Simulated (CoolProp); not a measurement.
Vapour-liquid equilibrium of R152A (1) + n-pentane (2) at 1.56 bar; x and y are mole fractions of (1).

Model: multi-fluid Helmholtz-energy mixture model, Outcalt 1996 and Thol 2019; pair parameters Bell 2016, in CoolProp.

| x | bubble temperature (°C) | y at the bubble point | dew temperature at overall composition x (°C) | liquid density (mol/L) |
|---|---|---|---|---|
| 0.05 | 24.7 | 0.571 | 47.7 | (withheld) |
| 0.2 | -1.9 | 0.869 | 42.3 | 9.672 |
| 0.35 | -7.9 | 0.908 | 36.1 | 10.39 |
| 0.5 | -9.6 | (withheld) | 28.8 | 11.14 |
| 0.65 | -10.5 | 0.926 | 19.5 | (withheld) |
| 0.8 | (withheld) | (withheld) | 6.7 | 13.10 |
| 0.95 | -13.2 | 0.976 | (withheld) | (withheld) |

What belongs in the gaps?


- 0.05, liquid density (mol/L): 8.762
- 0.5, y at the bubble point: 0.919
- 0.65, liquid density (mol/L): 12.02
- 0.8, bubble temperature (°C): -11.6
- 0.8, y at the bubble point: 0.940
- 0.95, dew temperature at overall composition x (°C): -12.2
- 0.95, liquid density (mol/L): 14.45

No azeotrope shows between x = 0.05 and 0.95.

The pair parameters rest on a limited set of measurements; away from them the model extrapolates. With so large a gap from Raoult's law the liquid may split in two, which this calculation doesn't test in full.
